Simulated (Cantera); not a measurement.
A perfectly stirred reactor is fed with H2 : O2 : N2 = 1 : 0.5 : 1.88 (molar parts), at 0.370 bar; it is adiabatic with a 375 K inlet, and is followed from long to short residence time, starting on the burning branch (τ in s: 0.19, 0.061, 0.019, 0.0061, 0.0019, 0.00061, 0.00019, 6.1e-05, 1.9e-05, 6.1e-06).

Cantera simulation using the H2/O2 subset of GRI-Mech 3.0, which has no nitrogen chemistry; the numbers are that mechanism's predictions, not measurements.

Task: What does this change do: N2 1.88 to 1.3 parts?

Result: 
```json
[
 {"quantity": "blow-out, bracketed by the residence times tried", "before": "burning at 61.0 µs, out at 19.0 µs", "after": "burning at 61.0 µs, out at 19.0 µs"},
 {"quantity": "x(H2) at τ = 0.190 s", "before": "0.0210", "after": "0.0403"},
 {"quantity": "x(O2) at τ = 0.190 s", "before": "0.00821", "after": "0.0152"},
 {"quantity": "x(H2O) at τ = 0.190 s", "before": "0.313", "after": "0.362"},
 {"quantity": "x(H) at τ = 0.190 s", "before": "0.00394", "after": "0.0114"},
 {"quantity": "x(HO2) at τ = 0.190 s", "before": "1.27e-6", "after": "3.50e-6"},
 {"quantity": "x(H2) at τ = 0.610 ms", "before": "0.0477", "after": "0.0627"},
 {"quantity": "x(O2) at τ = 0.610 ms", "before": "0.0260", "after": "0.0308"},
 {"quantity": "x(H2O) at τ = 0.610 ms", "before": "0.248", "after": "0.299"},
 {"quantity": "x(H) at τ = 0.610 ms", "before": "0.0433", "after": "0.0501"},
 {"quantity": "x(HO2) at τ = 0.610 ms", "before": "6.50e-6", "after": "6.51e-6"}
]
```
